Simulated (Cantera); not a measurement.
## Aluminium nitride and oxide growth: Al + NH₃ + H₂

Charge: 1 mol Al, 200 mol NH₃, 13 mol H₂, equilibrated at 4.95 Torr.

Cantera equilibrium calculation (NASA polynomials, part measured and part estimated; ideal gas, pure solids and liquids). Candidate condensed phases: Al, AlN; 13 gas species. Kinetics and transport are ignored.

From 800 K to 1800 K the condensed part is AlN(s). From 1900 K to 2100 K nothing is condensed.

```tsv
T (K)	x H₂	x N₂	x H	x Al	x AlH	n AlN(s)
800	0.759	0.241	3.11e-11	<1e-12	<1e-12	1.00
900	0.759	0.241	1.25e-9	<1e-12	<1e-12	1.00
1000	0.759	0.241	2.43e-8	<1e-12	<1e-12	1.00
1100	0.759	0.241	2.77e-7	<1e-12	<1e-12	1.00
1200	0.759	0.241	2.12e-6	<1e-12	<1e-12	1.00
1300	0.759	0.241	1.19e-5	8.94e-11	1.88e-11	1.00
1400	0.759	0.241	5.22e-5	6.09e-9	7.90e-10	1.000
1500	0.759	0.241	0.000189	2.35e-7	2.00e-8	1.000
1600	0.758	0.241	0.000583	5.70e-6	3.37e-7	0.998
1700	0.757	0.241	0.00158	9.45e-5	4.05e-6	0.959
1800	0.754	0.241	0.00383	0.00114	3.67e-5	0.512
1900	0.749	0.241	0.00845	0.00235	5.81e-5	0
2000	0.741	0.239	0.0172	0.00235	4.59e-5	0
2100	0.727	0.238	0.0327	0.00234	3.68e-5	0
```
x: gas mole fraction; n: condensed amount in mol.
